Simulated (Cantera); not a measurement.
A perfectly stirred reactor is fed with 6.98 % NH₃, 93.0 % N₂, at 21.0 Torr; it is held at 2325 K, and followed from long to short residence time.

Model: the gas-phase N/H chemistry of the illustrative SiF4/NH3 mechanism in the Surface Chemkin manual (1991), integrated in Cantera. Walls and surfaces, which speed up NH3 decomposition in real reactors, are not modelled.

x: mole fraction; the columns are a selection and need not sum to one.

```json
[
 {"τ (s)": "7.1", "x NH₃": "0.000171", "x N₂H₄": "<1e-12", "x H": "0.00293", "x N₂H₂": "?", "x NH": "1.03e-5", "x NH₂": "1.64e-5", "x N": "1.37e-5"},
 {"τ (s)": "2.4", "x NH₃": "0.00128", "x N₂H₄": "4.20e-12", "x H": "0.00131", "x N₂H₂": "?", "x NH": "1.56e-5", "x NH₂": "5.56e-5", "x N": "9.20e-6"},
 {"τ (s)": "0.83", "x NH₃": "0.00410", "x N₂H₄": "2.08e-11", "x H": "0.000877", "x N₂H₂": "?", "x NH": "2.33e-5", "x NH₂": "0.000124", "x N": "9.31e-6"},
 {"τ (s)": "0.29", "x NH₃": "0.0104", "x N₂H₄": "8.15e-11", "x H": "0.000620", "x N₂H₂": "?", "x NH": "3.36e-5", "x NH₂": "0.000245", "x N": "1.00e-5"},
 {"τ (s)": "0.098", "x NH₃": "0.0229", "x N₂H₄": "2.75e-10", "x H": "0.000413", "x N₂H₂": "?", "x NH": "4.54e-5", "x NH₂": "0.000450", "x N": "1.03e-5"},
 {"τ (s)": "0.034", "x NH₃": "0.0400", "x N₂H₄": "7.19e-10", "x H": "0.000247", "x N₂H₂": "?", "x NH": "5.27e-5", "x NH₂": "0.000727", "x N": "8.83e-6"},
 {"τ (s)": "0.012", "x NH₃": "0.0553", "x N₂H₄": "1.46e-9", "x H": "0.000129", "x N₂H₂": "1.60e-6", "x NH": "4.95e-5", "x NH₂": "0.00103", "x N": "5.31e-6"},
 {"τ (s)": "0.0040", "x NH₃": "0.0646", "x N₂H₄": "2.09e-9", "x H": "5.10e-5", "x N₂H₂": "1.50e-6", "x NH": "3.37e-5", "x NH₂": "0.00124", "x N": "1.63e-6"},
 {"τ (s)": "0.0014", "x NH₃": "0.0683", "x N₂H₄": "1.19e-9", "x H": "1.47e-5", "x N₂H₂": "?", "x NH": "1.52e-5", "x NH₂": "0.000937", "x N": "2.95e-7"},
 {"τ (s)": "0.00047", "x NH₃": "0.0693", "x N₂H₄": "2.00e-10", "x H": "6.18e-6", "x N₂H₂": "?", "x NH": "3.93e-6", "x NH₂": "0.000384", "x N": "5.66e-8"},
 {"τ (s)": "0.00016", "x NH₃": "0.0696", "x N₂H₄": "2.35e-11", "x H": "5.10e-6", "x N₂H₂": "?", "x NH": "5.64e-7", "x NH₂": "0.000131", "x N": "5.45e-9"}
]
```

Question: What belongs in the gaps?

Answer: 
- 7.1, x N₂H₂: 4.01e-9
- 2.4, x N₂H₂: 2.18e-8
- 0.83, x N₂H₂: 7.47e-8
- 0.29, x N₂H₂: 2.19e-7
- 0.098, x N₂H₂: 5.65e-7
- 0.034, x N₂H₂: 1.11e-6
- 0.0014, x N₂H₂: 6.09e-7
- 0.00047, x N₂H₂: 7.95e-8
- 0.00016, x N₂H₂: 6.58e-9
